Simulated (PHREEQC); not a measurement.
1 kg of water holding 2.3 mmol/kgw K2SO4, 57 mmol/kgw KHCO3 and 59 mmol/kgw K2CO3 is evaporated at 5 °C; the solids stay in contact with the brine. CO2 is held at log p = -3.4 (atm). The run lets Arcanite, Kalicinite, Misenite precipitate or redissolve, and no other solid.

The series has 22 steps of water left (kg), from 0.9997 to 0.01648.

Model: Pitzer model, pitzer.dat, run in PHREEQC.

**Question.** Which solids form, in which order, and at which step of the series does each first stand?

**Answer.** Arcanite from water left = 0.03593 kg (pH 10.55).

Away from 25 °C the constants follow the database's enthalpies or fits; those with neither stay at their 25 °C values.
